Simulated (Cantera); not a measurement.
A perfectly stirred reactor is fed with C₂H₄ : H₂ = 1 : 8.4 (molar parts), at 97.5 Torr; it is held at 1525 K, and followed from long to short residence time.

Detailed kinetics in Cantera: GRI-Mech 3.0 (53 species, 325 reactions). GRI-Mech 3.0 was tuned for natural gas; its chemistry of ethylene as a main component is partial and can be far from experiment. GRI-Mech 3.0 stops at C3 and has no aromatics, soot or wall deposition, so with more carbon than oxygen in the feed, carbon stays in small species such as C2H2 where larger ones or solid carbon would form.

### Question
What does this change do: pressure from 97.5 Torr to 20.3 Torr?

### Answer
```csv
quantity,before,after
x(C₂H₄) at τ = 26.0 s,0.00230,0.000649
x(H₂) at τ = 26.0 s,0.894,0.903
x(C₂H) at τ = 26.0 s,1.37e-8,2.97e-8
x(CH₃) at τ = 26.0 s,2.38e-5,3.94e-6
x(H) at τ = 26.0 s,6.37e-5,0.000129
x(C₂H₄) at τ = 0.220 s,0.0108,0.0392
x(H₂) at τ = 0.220 s,0.902,0.900
x(C₂H) at τ = 0.220 s,1.02e-8,3.33e-9
x(CH₃) at τ = 0.220 s,1.45e-6,7.96e-8
x(H) at τ = 0.220 s,4.90e-5,2.26e-5
```
Radical loss at walls, strong at low pressure, is not modelled.
